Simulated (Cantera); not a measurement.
# CsCl + H₂ (halide evaporation, hydrolysis and transport)

A closed system holds: 1 mol CsCl, 0.56 mol H₂, at 4.05 Torr.

Equilibrium computed with Cantera from the NASA thermochemical tables; the gas is ideal and each condensed phase is pure. Candidate condensed phases: Cs, CsCl; 9 gas species. Kinetics and transport are ignored.

From 1298 K to 2198 K nothing is condensed. The main Cs-bearing gas is CsCl throughout.

```
T (K)  x CsCl   x H₂      x Cs     x HCl       x H  x Cs₂Cl₂
-----  ------  -----  --------  --------  --------  --------
1298    0.623  0.363  0.000760  0.000760   8.78e-6    0.0124
1398    0.633  0.359   0.00160   0.00160   3.86e-5   0.00409
1498    0.635  0.357   0.00303   0.00303  0.000140   0.00153
1598    0.633  0.355   0.00530   0.00529  0.000432  0.000646
1698    0.629  0.352   0.00864   0.00862   0.00117  0.000300
1798    0.622  0.348    0.0133    0.0132   0.00283  0.000150
1898    0.613  0.342    0.0196    0.0193   0.00622   8.03e-5
1998    0.600  0.332    0.0276    0.0268    0.0126   4.51e-5
2098    0.583  0.318    0.0375    0.0355    0.0236   2.63e-5
2198    0.561  0.299    0.0495    0.0449    0.0414   1.57e-5
```
x: gas mole fraction; nothing condenses.
